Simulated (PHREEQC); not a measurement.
Synthetic water in mmol/kgw, 25 °C, pH 6.32: Na 142; K 0.116; Ca 9.95; Mg 0.66; Cl 128; S(6) 16.9; Alkalinity (meq/kgw) 1.17e-08.

Valence states are taken as typed.

The numbers come from PHREEQC with the Pitzer model, pitzer.dat.

Each row changes one thing in this solution. Precipitation was switched off in this run.

```csv
case,ionic strength (mol/kgw),HCO3- (mol/kgw),CO2 (mol/kgw),HSO4- (mol/kgw),MgOH+ (mol/kgw),CO3-2 (mol/kgw),SI of Gypsum (CaSO4:2H2O),SI of Halite (NaCl)
as made,0.190,8.21e-7,6.83e-7,2.25e-7,7.20e-10,2.69e-10,-0.43,-3.59
pH from 6.32 to 6.82 at the same alkalinity,0.190,1.70e-7,4.46e-8,7.12e-8,2.28e-9,1.76e-10,-0.43,-3.59
Na from 142 to 426 mmol/kgw,___,7.86e-7,5.90e-7,1.87e-7,5.46e-10,2.83e-10,-0.66,___
```

Q: Complete the blanks.

A: 
- Na from 142 to 426 mmol/kgw, ionic strength (mol/kgw): 0.332
- Na from 142 to 426 mmol/kgw, SI of Halite (NaCl): -3.15

Species that the database lacks are ignored.
